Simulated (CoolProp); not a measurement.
c-C4F8 (RC318) along the isobar 579 kPa: fugacity coefficient from the reference equation and from simpler models built on Tc = 388.4 K, pc = 2778 kPa, ω = 0.355; each cubic takes its own stable root.

Model: reference Helmholtz-energy equation of state, Platzer 1990, in CoolProp. This equation is an older, rougher fit; its heat capacities, sound speeds and derivatives of the liquid may be far off and weren't checked against measurements.

| T (K) | phase | reference | Redlich-Kwong | Soave-Redlich-Kwong | Peng-Robinson |
|---|---|---|---|---|---|
| 254.1 | liquid | 0.09866 | 0.2249 | 0.09887 | [?] |
| 289.2 | liquid | 0.3786 | [?] | 0.3798 | 0.3747 |
| 324.3 | gas | 0.8733 | 0.8831 | 0.8717 | [?] |
| 359.5 | gas | 0.9111 | 0.9125 | 0.9084 | 0.9007 |
| 394.6 | gas | 0.9356 | 0.9330 | 0.9337 | 0.9265 |
| 429.7 | gas | 0.9524 | 0.9478 | 0.9517 | 0.9449 |
| 464.9 | gas | 0.9645 | 0.9588 | 0.9647 | 0.9585 |
| 500 | gas | 0.9733 | 0.9671 | 0.9744 | 0.9687 |

Question: Some entries are withheld; supply them.

Answer: 
- 254.1, Peng-Robinson: 0.09935
- 289.2, Redlich-Kwong: 0.6219
- 324.3, Peng-Robinson: 0.8636
